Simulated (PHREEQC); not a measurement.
Nickel, zinc or cadmium bath: speciation

Dissolve 0.0035 mol/kgw ZnCl2, 0.058 mol/kgw H3BO3 and 8.8e-05 mol/kgw H2SO4 at 39 °C. Closed to the air; pH follows from the charge balance.

Equilibrium calculation in PHREEQC: ion-association model, phreeqc.dat.

Each row changes one thing in this solution. Precipitation was switched off in this run.

```
case                                      pH  ionic strength (mol/kgw)  ZnCl+ (mol/kgw)  ZnCl2 (mol/kgw)  ZnOH+ (mol/kgw)  ZnCl3- (mol/kgw)
--------------------------------------  ----  ------------------------  ---------------  ---------------  ---------------  ----------------
as made                                 3.80                    0.0105          7.49e-5          4.59e-7          4.70e-8           3.87e-9
0.00093 mol/kgw CO2 added               3.79                    0.0105          7.48e-5          4.59e-7          4.59e-8           3.87e-9
H2SO4 from 8.8e-05 to 0.000176 mol/kgw  3.50                    0.0107          7.42e-5          4.54e-7          2.35e-8           3.83e-9
ZnCl2 from 0.0035 to 0.00175 mol/kgw    3.79                   0.00540          2.11e-5          6.88e-8          2.51e-8          2.91e-10
temperature from 39 to 80 °C            3.80                    0.0101         0.000284          1.90e-6          5.36e-7           1.89e-8
H3BO3 left out                          3.80                    0.0105          7.49e-5          4.59e-7          4.72e-8           3.87e-9
H2SO4 left out                          5.15                    0.0103          7.55e-5          4.64e-7          1.06e-6           3.91e-9
```

Complexes and solids missing from the database can't appear. Away from 25 °C the constants follow the database's enthalpies or fits; those with neither stay at their 25 °C values.
